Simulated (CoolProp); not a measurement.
Properties of dodecamethylpentasiloxane (MD3M) at several states.

The numbers come from the reference Helmholtz-energy equation of state, Thol 2019 in CoolProp.

```
T (°C)  p (MPa)   phase  cv (kJ/(kg K))  Joule-Thomson coefficient (K/MPa)  isothermal compressibility (1/MPa)  expansivity (1/kK)  fugacity coefficient
------  -------  ------  --------------  ---------------------------------  ----------------------------------  ------------------  --------------------
170.85     1.31  liquid           1.778                            -0.2441                            0.005169               1.442               0.01821
316.65     3.73  liquid           2.071                             0.2091                             0.02105               2.167                0.1659
59.65    0.0897  liquid           1.523                            -0.4103                            0.002006               1.159              0.001189
240.65     1.22  liquid           1.926                           -0.01313                             0.01178               1.910                0.1092
64.55      3.61  liquid           1.537                            -0.4147                            0.001922               1.113              7.349e-5
314.45   0.0274     gas           2.023                              13.29                               37.02               1.803                0.9862
```
